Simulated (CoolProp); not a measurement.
Properties of o-xylene along the isobar 50 bar.

Computed with CoolProp (reference Helmholtz-energy equation of state, Zhou 2012).

```csv
T (K),phase,speed of sound (m/s),conductivity (mW/(m K))
272.4,liquid,1467,138
290.3,liquid,1399,134
308.3,liquid,___,130
326.2,liquid,1265,125
344.2,liquid,1198,___
362.1,liquid,1132,117
380.1,liquid,1067,112
398,liquid,1004,108
415.9,liquid,941.2,___
```

Complete the blanks.


- 308.3, speed of sound (m/s): 1331
- 344.2, conductivity (mW/(m K)): 121
- 415.9, conductivity (mW/(m K)): 104

Thermal conductivity comes from a separate model (Mylona 2014).
